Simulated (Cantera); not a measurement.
Charge: 1 mol PH3, 0.066 mol H2O, 0.56 mol O2, at 2775 °C and 0.133 bar.

These are equilibrium values from Cantera (NASA tables, ideal gas, pure condensed phases), not measurements of a reactor. Gases not in the tables: HPO2, HPO3 and P4O6. The numbers say what is thermodynamically allowed, not how fast it happens.

```
species    before     after
-------  --------  --------
H2          0.328     0.453
PO          0.279     0.278
H           0.286     0.100
H2O        0.0410    0.0854
P2        0.00513    0.0252
OH         0.0124   0.00652
P          0.0143   0.00947
PO2        0.0262    0.0392
O         0.00658  0.000880
O2       0.000326   6.55e-5
PH       0.000741   0.00193
```
Gas species are given as mole fractions.

**Question.** Which change was made?
(A) O2 from 0.56 to 1.6 mol
(B) temperature from 2775 °C to 1402 °C
(C) pressure from 0.133 bar to 1.50 bar
(D) temperature from 2775 °C to 1775 °C

**Answer.** C, pressure from 0.133 bar to 1.50 bar
